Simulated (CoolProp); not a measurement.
Model: reference Helmholtz-energy equation of state, Lemmon 2006, in CoolProp. It is a short technical equation, of lower accuracy than the large ones.

Problem. For toluene, give the phase and the density (kg/m³), speed of sound (m/s), viscosity (µPa s), conductivity (mW/(m K)) at 346.85 °C and 3.75 MPa.

Solution. 
- 346.85 °C and 3.75 MPa: gas; density 104, speed of sound 163, viscosity 16.2, conductivity 49.5

Viscosity comes from a separate model (Avgeri 2015). Thermal conductivity comes from a separate model (Assael 2012).
